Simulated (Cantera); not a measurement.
Input: 1 mol H2S, 0.34 mol H2O, 0.54 mol O2, equilibrated at 1.00 bar.

Equilibrium computed with Cantera from the NASA thermochemical tables; the gas is ideal and each condensed phase is pure. Candidate condensed phases: H2O, H2SO4, S; 19 gas species. Kinetics and transport are ignored. All values below are at 2948 K.

Base state: H2 0.273, H2O 0.245, SO 0.150, SO2 0.0998, H 0.0701, S2 0.0486, S 0.0478, SH 0.0340 (mole fractions); condensed: gas only.

Problem. What changes in the equilibrium state with this change: O2 from 0.54 to 0.13 mol?

Solution. 
| species | before | after |
|---|---|---|
| H2 | 0.273 | 0.401 |
| H2O | 0.245 | 0.140 |
| S2 | 0.0486 | 0.107 |
| SO2 | 0.0998 | 0.0224 |
| H2S | 0.00619 | 0.0135 |
| OH | 0.0201 | 0.00944 |
| SH | 0.0340 | 0.0613 |
| SO | 0.150 | 0.0865 |
| S | 0.0478 | 0.0710 |
| H | 0.0701 | 0.0850 |
| O2 | 0.00113 | 0.000170 |
| O | 0.00318 | 0.00123 |
| S2O | 0.00136 | 0.00116 |
